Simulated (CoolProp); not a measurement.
Vapour-liquid equilibrium of cyclopropane (1) + R134a (2) at 0.457 MPa; x and y are mole fractions of (1).

Values from CoolProp's multi-fluid Helmholtz-energy mixture model, Polt 1992 and Tillner-Roth 1994; pair parameters Bell 2016. This equation is an older, rougher fit; its heat capacities, sound speeds and derivatives of the liquid may be far off and weren't checked against measurements.

```
x      bubble temperature (°C)  y at the bubble point  dew temperature at overall composition x (°C)  liquid density (mol/L)
-----  -----------------------  ---------------------  ---------------------------------------------  ----------------------
0.05                       9.8                  0.131                                           11.8                     ___
0.125                      6.3                    ___                                            9.9                     ___
0.2                        3.9                  0.367                                            8.1                     ___
0.275                      2.4                  0.433                                            6.2                   13.03
0.35                       1.4                  0.481                                            4.3                   13.21
0.425                      0.9                  0.518                                            2.6                   13.40
0.5                        0.6                    ___                                            1.1                   13.61
0.575                      0.5                  0.577                                            0.5                   13.83
0.65                       0.6                  0.607                                            1.0                   14.07
0.725                      0.9                  0.642                                            2.3                   14.33
0.8                        1.6                  0.689                                            4.0                   14.60
0.875                      3.0                    ___                                            5.8                   14.88
0.95                       5.8                  0.874                                            ___                   15.14
```

Q: Fill in the missing entries.

A: 
- 0.05, liquid density (mol/L): 12.42
- 0.125, y at the bubble point: 0.272
- 0.125, liquid density (mol/L): 12.65
- 0.2, liquid density (mol/L): 12.84
- 0.5, y at the bubble point: 0.549
- 0.875, y at the bubble point: 0.759
- 0.95, dew temperature at overall composition x (°C): 7.7

y crosses x between x = 0.575 and 0.65: the model has an azeotrope there.

The pair parameters rest on a limited set of measurements; away from them the model extrapolates.
